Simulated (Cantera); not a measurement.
A freely propagating, adiabatic, planar premixed flame of CO : H₂ : CH₄ : O₂ : N₂ = 1 : 1.3 : 0.033 : 1.47 : 5.51 (molar parts), unburnt at 573 K and 0.100 bar; mixture-averaged transport, grid criteria slope 0.08 and curve 0.16, no radiation.

Detailed kinetics in Cantera: GRI-Mech 3.0 (53 species, 325 reactions). Burning velocities carry a grid error of a few per cent, more on coarse grids.

Question: Predict: laminar burning velocity; thermal thickness; peak x(H); peak x(HCN).

Answer: 
- laminar burning velocity: 332 cm/s
- thermal thickness: 9.52 mm
- peak x(H): 0.0492
- peak x(HCN): <1e-8
